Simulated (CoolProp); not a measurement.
Computed with CoolProp (reference Helmholtz-energy equation of state, Outcalt 1996). It is a modified Benedict-Webb-Rubin equation, recast in Helmholtz form.

**Question.** For R152A, give the phase and the density (kg/m³), cp (kJ/(kg K)), cv (kJ/(kg K)), expansivity (1/kK) at 185.65 °C and 0.99 MPa; 226.85 °C and 0.99 MPa.

**Answer.** 
- 185.65 °C and 0.99 MPa: gas; density 17.9, cp 1.43, cv 1.27, expansivity 2.57
- 226.85 °C and 0.99 MPa: gas; density 16.2, cp 1.50, cv 1.35, expansivity 2.27
